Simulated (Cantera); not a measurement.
Feed: 1 mol Fe₂O₃, 0.21 mol H₂O, 0.049 mol O₂, equilibrated at 952 °C and 1000 Pa.

Equilibrium computed with Cantera from the NASA thermochemical tables; the gas is ideal and each condensed phase is pure. Candidate condensed phases: Fe, FeO, Fe(OH)₂, Fe(OH)₃, Fe₂O₃, Fe₃O₄, H₂O; 12 gas species. Kinetics and transport are ignored.

Base state: H₂O 0.811, O₂ 0.189, OH 3.66e-5 (mole fractions); condensed: Fe₂O₃(s).

Question: What changes in the equilibrium state with this change: temperature from 952 °C to 1325 °C?

Answer: 
```csv
species,before,after
O₂,0.189,0.506
H₂O,0.811,0.492
OH,3.66e-5,0.00153
O,1.83e-7,0.000101
H₂,3.94e-7,4.49e-5
"Fe₂O₃(s), mol",1.00,0
"Fe₃O₄(s), mol",0,0.667
```
